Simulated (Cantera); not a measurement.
Input: 1 mol CH3SiH3, 0.91 mol CH4, 110 mol H2, held at 10.0 mbar.

Cantera equilibrium calculation (NASA polynomials, part measured and part estimated; ideal gas, pure solids and liquids). Candidate condensed phases: C, C6H6, C7H8, C8H18, Si, SiC; 87 gas species. The feed counts by its element totals alone. Gases not in the tables: Si2H6 and higher silanes. Equilibrium is a limit: real reactors are often held back by kinetics, nucleation or transport.

### Question
What share of the Si ends up in condensed phases as a function of T (K), at 1748, 1848, 1948, 2048, 2148, 2248, 2348, 2448, 2548, 2648?

### Answer
```tsv
T (K)	Si condensed (%)	as
1748	100.0	SiC(s)
1848	99.7	SiC(s)
1948	98.6	SiC(s)
2048	93.1	SiC(s)
2148	70.8	SiC(s)
2248	0.0	-
2348	0.0	-
2448	0.0	-
2548	0.0	-
2648	0.0	-
```
